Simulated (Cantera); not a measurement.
A perfectly stirred reactor is fed with 14.5 % CO, 5.95 % H₂, 4.35 % CH₄, 15.8 % O₂, 59.4 % N₂, equivalence ratio 1.2, at 1.40 bar; it is adiabatic with a 675 K inlet, and is followed from long to short residence time, starting on the burning branch (τ in s: 0.033, 0.016, 0.0075, 0.0036, 0.0017, 0.00081, 0.00039, 0.00018, 8.8e-05, 4.2e-05, 2e-05).

Detailed kinetics in Cantera: GRI-Mech 3.0 (53 species, 325 reactions).

Predict: blow-out, bracketed by the residence times tried; x(CO) at τ = 33.0 ms; x(H₂) at τ = 33.0 ms; x(CH₄) at τ = 33.0 ms; x(HO₂) at τ = 33.0 ms; x(CO) at τ = 0.810 ms; x(H₂) at τ = 0.810 ms; x(CH₄) at τ = 0.810 ms; x(HO₂) at τ = 0.810 ms.


| Property | Result |
|---|---|
| blow-out, bracketed by the residence times tried | burning at 20.0 µs, the shortest tried |
| x(CO) at τ = 33.0 ms | 0.0691 |
| x(H₂) at τ = 33.0 ms | 0.0119 |
| x(CH₄) at τ = 33.0 ms | 1.38e-6 |
| x(HO₂) at τ = 33.0 ms | 1.10e-6 |
| x(CO) at τ = 0.810 ms | 0.0829 |
| x(H₂) at τ = 0.810 ms | 0.0162 |
| x(CH₄) at τ = 0.810 ms | 2.40e-5 |
| x(HO₂) at τ = 0.810 ms | 3.50e-6 |
